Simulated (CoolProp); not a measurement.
Cyclopentane at several states: fugacity coefficient from the reference equation and from simpler models built on Tc = 238.6 °C, pc = 4.583 MPa, ω = 0.202; each cubic takes its own stable root.

Computed with CoolProp (reference Helmholtz-energy equation of state, Gedanitz 2015).

| T (°C) | p (MPa) | phase | reference | Redlich-Kwong | Soave-Redlich-Kwong | Peng-Robinson |
|---|---|---|---|---|---|---|
| -39.15 | 9.97 | liquid | … | 0.0004408 | 0.0002253 | … |
| 231.65 | 0.462 | gas | 0.9630 | 0.9645 | 0.9643 | … |
| -62.85 | 5.39 | liquid | 5.546e-5 | … | … | 6.109e-5 |
| 62.65 | 0.771 | liquid | 0.1953 | 0.2840 | 0.1950 | 0.1950 |
| 88.45 | 21.6 | liquid | 0.02771 | 0.03934 | 0.02872 | 0.02621 |
| 217.45 | 2.13 | gas | 0.8159 | … | … | 0.8080 |

Q: Complete the blanks.

A: 
- -39.15, reference: 0.0002310
- -39.15, Peng-Robinson: 0.0002383
- 231.65, Peng-Robinson: 0.9605
- -62.85, Redlich-Kwong: 0.0001054
- -62.85, Soave-Redlich-Kwong: 5.360e-5
- 217.45, Redlich-Kwong: 0.8254
- 217.45, Soave-Redlich-Kwong: 0.8227
